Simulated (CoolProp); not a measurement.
Vapour-liquid equilibrium of n-octane (1) + n-dodecane (2) at 166.55 °C; x and y are mole fractions of (1).

Model: multi-fluid Helmholtz-energy mixture model, Beckmüller 2019 and Lemmon 2004; pair parameters Bell 2016, in CoolProp.

### Question
Give the bubble pressure and the first vapour's composition at x = 0.275, 0.35, 0.875. Is there an azeotrope?

### Answer
x = 0.275: 86.95 kPa, y = 0.770; x = 0.35: 104.9 kPa, y = 0.827; x = 0.875: 243.7 kPa, y = 0.985. No azeotrope shows between x = 0.05 and 0.95.

Pair parameters are fitted to limited data, so mixtures are less certain than the pure fluids.
